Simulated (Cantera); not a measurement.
An adiabatic, constant-pressure homogeneous reactor starts with CH₃OH : O₂ : N₂ = 1 : 1.9 : 7.14 (molar parts), at 973 K and 1.00 bar. Integrator tolerance rtol = 1e-08.

Model: GRI-Mech 3.0 (53 species, 325 reactions), integrated in Cantera. GRI-Mech 3.0 was tuned for natural gas; its chemistry of methanol as a main component is partial and can be far from experiment. Below about 1000 K GRI-Mech 3.0 lacks low-temperature oxidation paths.

### Question
What does this change do: pressure from 1.00 bar to 17.0 bar?

### Answer
```json
[
 {"quantity": "temperature at 0.600 s", "before": "973 K", "after": "2482 K"},
 {"quantity": "equilibrium temperature", "before": "2406 K", "after": "2482 K"},
 {"quantity": "x(CH₃OH) at 0.600 s", "before": "0.0996 (gas-phase equilibrium <1e-12)", "after": "<1e-12 (gas-phase equilibrium <1e-12)"},
 {"quantity": "x(O₂) at 0.600 s", "before": "0.189 (gas-phase equilibrium 0.0374)", "after": "0.0345 (gas-phase equilibrium 0.0345)"},
 {"quantity": "x(N₂O) at 0.600 s", "before": "3.91e-11 (gas-phase equilibrium 3.85e-7)", "after": "1.76e-6 (gas-phase equilibrium 1.76e-6)"},
 {"quantity": "x(H₂O) at 0.600 s", "before": "1.32e-5 (gas-phase equilibrium 0.179)", "after": "0.185 (gas-phase equilibrium 0.185)"},
 {"quantity": "x(OH) at 0.600 s", "before": "1.64e-11 (gas-phase equilibrium 0.00929)", "after": "0.00583 (gas-phase equilibrium 0.00583)"},
 {"quantity": "x(CO₂) at 0.600 s", "before": "7.24e-8 (gas-phase equilibrium 0.0843)", "after": "0.0905 (gas-phase equilibrium 0.0905)"},
 {"quantity": "time of steepest temperature rise", "before": "not reached", "after": "0.123 s"}
]
```
The pressure lies above the range GRI-Mech 3.0 was tuned for (to about 10 atm).

### Question
What does this change do: initial temperature 973 to 1773 K?

### Answer
```
quantity                                                             before                                    after
---------------------------------  ----------------------------------------  ---------------------------------------
temperature at 0.600 s                                                973 K                                   2745 K
equilibrium temperature                                              2406 K                                   2745 K
x(CH₃OH) at 0.600 s                   0.0996 (gas-phase equilibrium <1e-12)    <1e-12 (gas-phase equilibrium <1e-12)
x(O₂) at 0.600 s                       0.189 (gas-phase equilibrium 0.0374)    0.0438 (gas-phase equilibrium 0.0438)
x(N₂O) at 0.600 s                  3.91e-11 (gas-phase equilibrium 3.85e-7)  7.11e-7 (gas-phase equilibrium 7.11e-7)
x(H₂O) at 0.600 s                     1.32e-5 (gas-phase equilibrium 0.179)      0.153 (gas-phase equilibrium 0.153)
x(OH) at 0.600 s                   1.64e-11 (gas-phase equilibrium 0.00929)    0.0243 (gas-phase equilibrium 0.0243)
x(CO₂) at 0.600 s                    7.24e-8 (gas-phase equilibrium 0.0843)    0.0578 (gas-phase equilibrium 0.0578)
time of steepest temperature rise                               not reached                                  33.7 µs
```
